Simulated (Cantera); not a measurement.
Feed: 1 mol Al(CH3)3, 3.5 mol H2O, 5.6 mol N2, a varied amount of NH3, at 1100 K and 750 Torr.

Cantera equilibrium calculation (NASA polynomials, part measured and part estimated; ideal gas, pure solids and liquids). Candidate condensed phases: Al, AlN, Al2O3, C, C6H6, C7H8, C8H18, H2O; 148 gas species. The feed counts by its element totals alone. Equilibrium is a limit: real reactors are often held back by kinetics, nucleation or transport.

### Question
Which condensed phases are stable at each of these points (n(NH3) (mol)): 23, 27, 31, 36, 42, 49, 57, 66, 77, 89, 100, 120, 140?

### Answer
| n(NH3) (mol) | condensed phases | Al condensed (%) |
|---|---|---|
| 23 | Al2O3(s) + C(graphite) | 100.0 |
| 27 | Al2O3(s) | 100.0 |
| 31 | Al2O3(s) | 100.0 |
| 36 | Al2O3(s) | 100.0 |
| 42 | Al2O3(s) | 100.0 |
| 49 | Al2O3(s) | 100.0 |
| 57 | Al2O3(s) | 100.0 |
| 66 | Al2O3(s) | 100.0 |
| 77 | Al2O3(s) | 100.0 |
| 89 | Al2O3(s) | 100.0 |
| 100 | Al2O3(s) | 100.0 |
| 120 | Al2O3(s) | 100.0 |
| 140 | Al2O3(s) | 100.0 |

At 23 mol NH3 the condensed part is Al2O3(s) + C(graphite). From 27 mol NH3 to 140 mol NH3 the condensed part is Al2O3(s).
